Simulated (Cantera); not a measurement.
Input (Python, Cantera) and output of one run.

```python
import numpy as np
import cantera as ct

gas_names = [...]  # 77 gases of nasa_gas.yaml made of C, H, Ti
cond_names = """
    C(gr) C6H6(L) C7H8(L) C8H18(L),n-octa Ti(a) Ti(b) Ti(L) TiC(s) TiC(L)
""".split()


# ... load() reads the species with a 1 bar reference pressure and builds the phases ...
atoms = {
    'TiC': {'Ti': 1, 'C': 1},
    'C': {'C': 1},
    'H2': {'H': 2},
}
top_T = {'C(gr)': 4500}  # K; cautious upper limits of use, not melting points


# ... equilibrate(T, P, feed) seeds the gas with the atoms and calls Mixture.equilibrate('TP', solver="vcs", rtol=1e-11, max_steps=5000) ...
results = []
feed = {'TiC': 1, 'C': 0.16, 'H2': 6}  # mol
T = 1825  # K
P = 4.2  # Pa
mix = equilibrate(T, P, feed)
results.append((T, P, feed, dict(zip(mix.species_names, mix.species_moles))))
x = sorted(zip(gas.X, gas.species_names), reverse=True)
print(f"T = {T:g} K  P = {P:g} Pa  gas = {mix.phase_moles(0):.4g} mol")
print("   x: " + "  ".join(f"{s} {v:.3e}" for v, s in x if v > 0.0001))
print("   condensed (mol): " + ("  ".join(f"{mix.phase(i).name} {mix.phase_moles(i):.4g}"
      for i in range(1, mix.n_phases) if mix.phase_moles(i) > 1e-12) or "none"))
```

Output:

```
T = 1825 K  P = 4.2 Pa  gas = 6.204 mol
   x: H2 9.341e-01  H 6.568e-02  C2H2,acetylene 2.006e-04
   condensed (mol): C(gr) 0.1575  TiC(s) 1
```

Method: chemical equilibrium by Gibbs-energy minimisation in Cantera with the NASA 1993 tables (ideal gas, pure condensed phases). TiC: taken at fixed stoichiometry.
